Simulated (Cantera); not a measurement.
Charge: 1 mol Cu2O, 0.4 mol H2, 3.4 mol H2O, equilibrated at 1330 Pa.

Equilibrium computed with Cantera from the NASA thermochemical tables; the gas is ideal and each condensed phase is pure. Candidate condensed phases: Cu, CuO, Cu(OH)2, Cu2O, H2O; 12 gas species. Each liquid is taken as pure. Mutual solubility and eutectic melting of coexisting phases are not modelled. Equilibrium is a limit: real reactors are often held back by kinetics, nucleation or transport.

### Question
What share of the Cu ends up in condensed phases as a function of T (°C), at 752, 902, 1052, 1202, 1352, 1502, 1652?

### Answer
```csv
T (°C),Cu condensed (%),as
752,100.0,Cu(s) + Cu2O(s)
902,100.0,Cu(s) + Cu2O(s)
1052,100.0,Cu(s) + Cu2O(s)
1202,99.9,Cu(l) + Cu2O(s)
1352,99.1,Cu(l) + Cu2O(l)
1502,93.5,Cu(l)
1652,61.4,Cu(l)
```
